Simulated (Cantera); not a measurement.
A Cantera script and what it prints.

```python
import numpy as np
import cantera as ct

gas_names = [...]  # 151 gases of nasa_gas.yaml made of C, H, N, O, Si
cond_names = """
    C(gr) C6H6(L) C7H8(L) C8H18(L),n-octa H2O(s) H2O(L) Si(cr) Si(L) SiC(b) SiO2(Lqz) SiO2(hqz) SiO2(L)
    Si2N2O(s) Si3N4(a)
""".split()


# ... load() reads the species with a 1 bar reference pressure and builds the phases ...
atoms = {
    'Si3N4': {'Si': 3, 'N': 4},
    'CO2': {'C': 1, 'O': 2},
    'H2': {'H': 2},
}
top_T = {'C(gr)': 4500, 'SiC(b)': 3050, 'Si2N2O(s)': 2100, 'Si3N4(a)': 2400}  # K; cautious upper limits of use, not melting points


# ... equilibrate(T, P, feed) seeds the gas with the atoms and calls Mixture.equilibrate('TP', solver="vcs", rtol=1e-11, max_steps=5000) ...
results = []
feed = {'Si3N4': 1, 'CO2': 0.26, 'H2': 73}  # mol
T = 1600  # K
P = 68000  # Pa
mix = equilibrate(T, P, feed)
results.append((T, P, feed, dict(zip(mix.species_names, mix.species_moles))))
x = sorted(zip(gas.X, gas.species_names), reverse=True)
print(f"T = {T:g} K  P = {P:g} Pa  gas = {mix.phase_moles(0):.4g} mol")
print("   x: " + "  ".join(f"{s} {v:.3e}" for v, s in x if v > 0.0001))
print("   condensed (mol): " + ("  ".join(f"{mix.phase(i).name} {mix.phase_moles(i):.4g}"
      for i in range(1, mix.n_phases) if mix.phase_moles(i) > 1e-12) or "none"))
```

Result:

```
T = 1600 K  P = 68000 Pa  gas = 73.34 mol
   x: H2 9.952e-01  N2 4.677e-03
   condensed (mol): SiC(b) 0.255  Si2N2O(s) 0.5192  Si3N4(a) 0.5687
```

These are equilibrium values from Cantera (NASA tables, ideal gas, pure condensed phases), not measurements of a reactor. Mutual solubility and eutectic melting of coexisting phases are not modelled.
